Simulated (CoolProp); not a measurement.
Values from CoolProp's reference Helmholtz-energy equation of state, Setzmann 1991.

Q: Give the vapour pressure (MPa), vapour density (kg/m³), enthalpy of vaporisation (kJ/kg), liquid viscosity (µPa s) of saturated methane at -129.85, -125.05 °C.

A: 
```
T (°C)   p (MPa)  vapour density (kg/m³)  enthalpy of vaporisation (kJ/kg)  liquid viscosity (µPa s)
-------  -------  ----------------------  --------------------------------  ------------------------
-129.85    0.758                    11.9                               435                      64.3
-125.05    0.953                    15.0                               419                      59.3
```

Viscosity comes from a separate model (Quiñones-Cisneros 2006).
